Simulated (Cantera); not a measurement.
Feed: 1 mol CF4, 0.2 mol H2, held at 0.0105 Torr.

Cantera equilibrium calculation (NASA polynomials, part measured and part estimated; ideal gas, pure solids and liquids). Candidate condensed phases: C, C6H6, C7H8, C8H18; 95 gas species. Gases not in the tables: C2F6 and larger saturated fluorocarbons. Kinetics and transport are ignored.

**Question.** Which condensed phases are stable at each of these points (T (K)): 1550, 1700, 1850, 2000, 2150, 2300, 2450, 2600?

**Answer.** 
```
T (K)  condensed phases  C condensed (%)
-----  ----------------  ---------------
1550        C(graphite)              9.3
1700        C(graphite)              6.9
1850        C(graphite)             18.0
2000        C(graphite)             68.8
2150        C(graphite)             88.7
2300        C(graphite)             90.2
2450        C(graphite)             66.0
2600           gas only              0.0
```

From 1550 K to 2450 K the condensed part is C(graphite). At 2600 K nothing is condensed.
